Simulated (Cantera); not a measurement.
A Cantera script and its output.

```python
import numpy as np
import cantera as ct

gas = ct.Solution("gri30.yaml")
gas.TPX = 2675, 1333, {'CH4': 0.03, 'H2': 1}
reactor = ct.IdealGasConstPressureReactor(gas, energy="off", clone=False)
net = ct.ReactorNet([reactor])
net.rtol, net.atol = 1e-08, 1e-18
show = ['CH4', 'H2', 'H', 'CH3', 'C2H']
times = np.geomspace(0.0003, 4, 13)

steps = ct.SolutionArray(gas, extra=["t"])
rows = []
print(f"{'t/s':>10s}{'T/K':>9s}{'P/Pa':>11s}" + "".join(f"{s:>11s}" for s in show))
for t in times:
    while net.time < t:
        t_next = net.step()
        steps.append(gas.state, t=t_next)
    rows.append([np.interp(t, steps.t, y) for y in (steps.T, steps.P, *steps(*show).X.T)])
    print(f"{t:10.3e}{rows[-1][0]:9.1f}{rows[-1][1]:11.4g}" + "".join(f"{x:11.3e}" for x in rows[-1][2:]))
rate = np.gradient(steps.T, steps.t)
print("integrator steps:", len(steps.t))
if steps.T.max() > steps.T[0] + 200:
    print(f"time of steepest temperature rise: {steps.t[rate.argmax()]:.4e} s")
gas.TPX = 2675, 1333, {'CH4': 0.03, 'H2': 1}
gas.equilibrate("TP")
print(f"equilibrium (TP): T = {gas.T:.1f} K  " + "  ".join(f"{s} {gas[s].X[0]:.3e}" for s in show))
```

Output:

```
       t/s      T/K       P/Pa        CH4         H2          H        CH3        C2H
 3.000e-04   2675.0       1333  2.046e-02  9.537e-01  1.821e-02  6.813e-03  8.984e-07
 6.620e-04   2675.0       1333  1.293e-02  9.434e-01  3.195e-02  7.564e-03  1.201e-05
 1.461e-03   2675.0       1333  4.753e-03  9.377e-01  4.394e-02  3.848e-03  4.442e-05
 3.224e-03   2675.0       1333  1.141e-03  9.306e-01  5.441e-02  1.156e-03  7.388e-05
 7.114e-03   2675.0       1333  2.629e-04  9.205e-01  6.549e-02  3.242e-04  9.558e-05
 1.570e-02   2675.0       1333  6.325e-05  9.056e-01  8.070e-02  9.753e-05  1.205e-04
 3.464e-02   2675.0       1333  1.708e-05  8.798e-01  1.068e-01  3.580e-05  1.621e-04
 7.644e-02   2675.0       1333  6.160e-06  8.335e-01  1.534e-01  1.951e-05  2.384e-04
 1.687e-01   2675.0       1333  2.217e-06  7.612e-01  2.263e-01  1.132e-05  3.656e-04
 3.722e-01   2675.0       1333  8.992e-07  6.807e-01  3.073e-01  6.962e-06  5.211e-04
 8.214e-01   2675.0       1333  5.782e-07  6.367e-01  3.516e-01  5.472e-06  6.138e-04
 1.813e+00   2675.0       1333  5.445e-07  6.305e-01  3.578e-01  5.295e-06  6.273e-04
 4.000e+00   2675.0       1333  5.442e-07  6.304e-01  3.579e-01  5.293e-06  6.275e-04
integrator steps: 1728
equilibrium (TP): T = 2675.0 K  CH4 5.470e-07  H2 6.304e-01  H 3.579e-01  CH3 5.320e-06  C2H 6.274e-04
```

Computed with Cantera and GRI-Mech 3.0 (53 species, 325 reactions). GRI-Mech 3.0 stops at C3 and has no aromatics, soot or wall deposition, so with more carbon than oxygen in the feed, carbon stays in small species such as C2H2 where larger ones or solid carbon would form. Radical loss at walls, strong at low pressure, is not modelled.
